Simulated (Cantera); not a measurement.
A perfectly stirred reactor is fed with C₂H₄ : O₂ : N₂ : H₂O = 1 : 1.88 : 13.5 : 0.45 (molar parts), equivalence ratio 1.6, at 10.0 bar; it is adiabatic with a 398 K inlet, and is followed from long to short residence time, starting on the burning branch (τ in s: 0.43, 0.21, 0.11, 0.053, 0.026, 0.013, 0.0065, 0.0032, 0.0016, 0.00079, 0.00039, 0.0002, 9.7e-05).

Detailed kinetics in Cantera: GRI-Mech 3.0 (53 species, 325 reactions). GRI-Mech 3.0 was tuned for natural gas; its chemistry of ethylene as a main component is partial and can be far from experiment.

x: mole fraction; the columns are a selection and need not sum to one.

| τ (s) | T (K) | x C₂H₄ | x O₂ | x H₂O | x NO | x C₂H₂ |
|---|---|---|---|---|---|---|
| 0.43 | 1625 | 0.000247 | 0.000314 | 0.0938 | 3.32e-8 | ___ |
| 0.21 | 1624 | 0.000313 | 0.000509 | 0.0949 | 4.07e-8 | 0.00637 |
| 0.11 | 1621 | 0.000396 | 0.000752 | 0.0957 | 4.68e-8 | 0.00682 |
| 0.053 | 1615 | 0.000525 | 0.00112 | 0.0965 | 5.28e-8 | 0.00711 |
| 0.026 | 1607 | 0.000704 | 0.00162 | 0.0970 | 5.83e-8 | 0.00715 |
| 0.013 | 1597 | 0.000951 | 0.00229 | 0.0974 | 6.41e-8 | 0.00691 |
| 0.0065 | 1584 | 0.00131 | 0.00321 | 0.0977 | 7.06e-8 | 0.00638 |
| 0.0032 | 1566 | 0.00185 | 0.00457 | 0.0977 | 7.68e-8 | ___ |
| 0.0016 | 1540 | 0.00268 | 0.00658 | 0.0973 | 7.71e-8 | ___ |
| 0.00079 | 1499 | 0.00412 | 0.0101 | 0.0960 | 6.12e-8 | ___ |
| 0.00039 | 1408 | 0.00760 | 0.0182 | 0.0920 | 2.21e-8 | ___ |
| 0.00020 | 398 | 0.0594 | 0.112 | 0.0267 | <1e-12 | <1e-12 |
| 9.7e-5 | 398 | 0.0594 | 0.112 | 0.0267 | <1e-12 | <1e-12 |

### Question
What belongs in the gaps?

### Answer

- 0.43, x C₂H₂: 0.00567
- 0.0032, x C₂H₂: 0.00552
- 0.0016, x C₂H₂: 0.00437
- 0.00079, x C₂H₂: 0.00293
- 0.00039, x C₂H₂: 0.00137
